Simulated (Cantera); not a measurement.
Input: 1 mol Cu, 0.011 mol CO₂, 11 mol H₂, 0.43 mol CO, at 0.380 bar.

Equilibrium computed with Cantera from the NASA thermochemical tables; the gas is ideal and each condensed phase is pure. Candidate condensed phases: C, C₆H₆, C₇H₈, C₈H₁₈, Cu, CuO, Cu(OH)₂, Cu₂O, H₂O; 113 gas species. Kinetics and transport are ignored.

Problem. Which condensed phases are stable at each of these points (T (K)): 1248, 1298, 1348, 1398, 1448, 1498, 1548, 1598, 1648, 1698?

Solution. 
| T (K) | condensed phases | Cu condensed (%) |
|---|---|---|
| 1248 | Cu(s) | 100.0 |
| 1298 | Cu(s) | 100.0 |
| 1348 | Cu(s) | 100.0 |
| 1398 | Cu(l) | 100.0 |
| 1448 | Cu(l) | 100.0 |
| 1498 | Cu(l) | 100.0 |
| 1548 | Cu(l) | 99.9 |
| 1598 | Cu(l) | 99.9 |
| 1648 | Cu(l) | 99.8 |
| 1698 | Cu(l) | 99.5 |

From 1248 K to 1348 K the condensed part is Cu(s). From 1398 K to 1698 K the condensed part is Cu(l).
